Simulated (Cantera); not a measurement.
What does this Cantera script print?

```python
import numpy as np
import cantera as ct

gas_names = """
    C CO CO2 C2 C2O C3 C3O2 C4 C5 O O2 O3 Pb PbO Pb2
""".split()
cond_names = """
    C(gr) Pb(cr) Pb(L) PbO(rd) PbO(yw) PbO(L) PbO2(s) Pb3O4(s)
""".split()


# ... load() reads the species with a 1 bar reference pressure and builds the phases ...
atoms = {
    'PbO': {'Pb': 1, 'O': 1},
    'C': {'C': 1},
    'CO': {'C': 1, 'O': 1},
}
top_T = {'C(gr)': 4500, 'Pb3O4(s)': 820}  # K; cautious upper limits of use, not melting points


# ... equilibrate(T, P, feed) seeds the gas with the atoms and calls Mixture.equilibrate('TP', solver="vcs", rtol=1e-11, max_steps=5000) ...
results = []
T = 1273  # K
P = 13332.2  # Pa
for m in [0.35, 1.6, 2.8, 4, 5.2, 6.4, 7.6]:
    feed = {'PbO': 1, 'C': m, 'CO': 0.13}  # mol
    mix = equilibrate(T, P, feed)
    results.append((T, P, feed, dict(zip(mix.species_names, mix.species_moles))))

top = {s: max(r[3][s] / sum(r[3][g] for g in gas_names) for r in results) for s in gas_names}
cols = sorted((s for s in top if top[s] > 0.0001), key=lambda s: -top[s])[:8]
seen = [c for c in cond_names if any(r[3].get(c, 0) > 1e-12 for r in results)]
print("log10 of partial pressures in bar; condensed amounts in mol")
print(f"{'n(C)':>10s}" + "".join(f"{s[:9]:>10s}" for s in cols + seen))
for T, P, feed, n in results:
    ng = sum(n[g] for g in gas_names)
    print(f"{feed['C']:10.4g}" + "".join(f"{np.log10(max(n[s] / ng * P / 1e5, 1e-99)):10.3f}" for s in cols)
          + "".join(f"{n.get(c, 0):10.4g}" for c in seen))
```

It prints:

```
log10 of partial pressures in bar; condensed amounts in mol
      n(C)        CO       CO2        Pb       PbO     C(gr)     Pb(L)    PbO(L)
      0.35    -4.030    -0.882    -2.736    -3.553         0    0.8229    0.1693
       1.6    -0.882    -3.907    -2.736    -9.726    0.6011    0.9842         0
       2.8    -0.882    -3.907    -2.736    -9.726     1.801    0.9842         0
         4    -0.882    -3.907    -2.736    -9.726     3.001    0.9842         0
       5.2    -0.882    -3.907    -2.736    -9.726     4.201    0.9842         0
       6.4    -0.882    -3.907    -2.736    -9.726     5.401    0.9842         0
       7.6    -0.882    -3.907    -2.736    -9.726     6.601    0.9842         0
```

Cantera equilibrium calculation (NASA polynomials, part measured and part estimated; ideal gas, pure solids and liquids). Each liquid is taken as pure. Mutual solubility and eutectic melting of coexisting phases are not modelled. Gases not in the tables: (PbO)n polymers.
